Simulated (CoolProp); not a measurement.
Ethylbenzene along the isotherm 346.85 °C: fugacity coefficient from the reference equation and from simpler models built on Tc = 344.0 °C, pc = 3.622 MPa, ω = 0.304; each cubic takes its own stable root.

The numbers come from the reference Helmholtz-energy equation of state, Zhou 2012 in CoolProp.

```json
[
 {"p (MPa)": "0.113", "phase": "gas", "reference": "0.9890"},
 {"p (MPa)": "0.226", "phase": "gas", "reference": "0.9781"},
 {"p (MPa)": "0.34", "phase": "gas", "reference": "0.9671"},
 {"p (MPa)": "0.453", "phase": "gas", "reference": "0.9563"},
 {"p (MPa)": "0.566", "phase": "gas", "reference": "0.9455"},
 {"p (MPa)": "0.679", "phase": "gas", "reference": "0.9348"},
 {"p (MPa)": "0.792", "phase": "gas", "reference": "0.9241"},
 {"p (MPa)": "0.906", "phase": "gas", "reference": "0.9133"},
 {"p (MPa)": "1.02", "phase": "gas", "reference": "0.9026"},
 {"p (MPa)": "1.13", "phase": "gas", "reference": "0.8924"},
 {"p (MPa)": "1.25", "phase": "gas", "reference": "0.8812"},
 {"p (MPa)": "1.36", "phase": "gas", "reference": "0.8710"},
 {"p (MPa)": "1.47", "phase": "gas", "reference": "0.8608"},
 {"p (MPa)": "1.58", "phase": "gas", "reference": "0.8506"},
 {"p (MPa)": "1.7", "phase": "gas", "reference": "0.8395"},
 {"p (MPa)": "1.81", "phase": "gas", "reference": "0.8294"}
]
```

Problem. How far does each simpler model (van der Waals, Redlich-Kwong, Soave-Redlich-Kwong) lie from the reference over these 16 states: mean and median of the absolute difference, and the worst?

Solution. 
- van der Waals: mean 1.6 %, median 1.6 %, worst +3.0 % at 346.85 °C and 1.81 MPa
- Redlich-Kwong: mean 0.4 %, median 0.5 %, worst +0.9 % at 346.85 °C and 1.81 MPa
- Soave-Redlich-Kwong: mean 0.5 %, median 0.5 %, worst +0.9 % at 346.85 °C and 1.81 MPa
